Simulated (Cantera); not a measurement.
What does this Cantera script print?

```python
import numpy as np
import cantera as ct

gas = ct.Solution("gri30.yaml")
gas.TPX = 525, 20000, {'CH4': 1, 'O2': 2.7, 'N2': 10.8}
flame = ct.FreeFlame(gas, width=0.12)
flame.set_refine_criteria(ratio=3, slope=0.08, curve=0.16)
flame.transport_model = "mixture-averaged"
flame.solve(loglevel=0, auto=True)
z, T = flame.grid, flame.T
thick = (T[-1] - T[0]) / np.gradient(T, z).max()
show = ['CH4', 'O2', 'CH2', 'HCN', 'C2H2', 'HCO']
print(f"laminar burning velocity  {flame.velocity[0] * 100:.3f} cm/s")
print(f"burnt temperature         {T[-1]:.1f} K")
print(f"thermal thickness         {thick * 1e3:.4f} mm")
print(f"grid points               {len(z)}")
z0 = z[flame.heat_release_rate.argmax()]
print(f"{'z/mm':>9s}{'T/K':>9s}{'u/(m/s)':>9s}" + "".join(f"{s:>11s}" for s in show))
rows = []
for k in (-3, -2, -1.5, -1, -0.5, -0.25, 0, 0.25, 0.5, 1, 2, 4, 8):
    zz = z0 + k * thick
    rows.append([k * thick, np.interp(zz, z, T), np.interp(zz, z, flame.velocity),
                 *(np.interp(zz, z, flame.X[gas.species_index(s)]) for s in show)])
    print(f"{rows[-1][0] * 1e3:9.3f}{rows[-1][1]:9.1f}{rows[-1][2]:9.3f}" + "".join(f"{x:11.3e}" for x in rows[-1][3:]))
```

Output:

```
laminar burning velocity  101.659 cm/s
burnt temperature         2005.0 K
thermal thickness         1.7027 mm
grid points               140
     z/mm      T/K  u/(m/s)        CH4         O2        CH2        HCN       C2H2        HCO
   -5.108    525.1    1.017  6.893e-02  1.861e-01  1.402e-17  9.907e-13  4.527e-11  9.366e-18
   -3.405    525.8    1.019  6.881e-02  1.859e-01  1.627e-14  2.365e-11  9.732e-10  1.009e-14
   -2.554    529.7    1.028  6.847e-02  1.855e-01  4.308e-12  2.170e-10  8.582e-09  2.824e-12
   -1.703    564.3    1.099  6.630e-02  1.829e-01  2.158e-09  3.475e-09  1.304e-07  1.184e-09
   -0.851    842.4    1.658  5.009e-02  1.618e-01  2.976e-07  6.429e-08  2.414e-06  3.682e-07
   -0.426   1172.6    2.327  2.893e-02  1.309e-01  6.233e-06  1.955e-07  8.048e-06  9.015e-06
    0.000   1498.2    2.992  7.816e-03  9.285e-02  2.216e-05  4.144e-07  1.394e-05  4.260e-05
    0.426   1630.4    3.258  7.782e-04  7.021e-02  4.856e-06  3.445e-07  2.206e-06  1.462e-05
    0.851   1664.5    3.318  4.609e-05  6.190e-02  3.217e-07  1.423e-07  6.678e-08  1.191e-06
    1.703   1700.3    3.373  1.394e-07  5.683e-02  1.117e-09  1.651e-08  3.604e-11  1.343e-08
    3.405   1747.4    3.452  2.966e-11  5.413e-02  2.883e-13  4.068e-10  1.363e-15  5.336e-09
    6.811   1807.2    3.556  2.289e-17  5.248e-02  2.055e-18  5.832e-13  1.541e-22  2.906e-09
   13.622   1872.7    3.669  2.501e-19  5.102e-02  4.887e-19  3.632e-14  5.687e-25  1.253e-09
```

Detailed kinetics in Cantera: GRI-Mech 3.0 (53 species, 325 reactions). Burning velocities carry a grid error of a few per cent, more on coarse grids.
